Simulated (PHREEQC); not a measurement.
**Nickel, zinc or cadmium bath**

A solution holds 12 mmol/kgw CdSO4 and 2.2 mmol/kgw NaCl, at 34 °C. Closed to the air; pH follows from the charge balance.

Computed with PHREEQC (ion-association model, wateq4f.dat).

No solid was allowed to form.

Problem. Estimate the pH, ionic strength.

Solution. pH 6.12; ionic strength 0.0314 mol/kgw.

Problem. In which forms is Cl present?

Solution. Cl- 74 %, CdCl+ 26 % of the Cl.
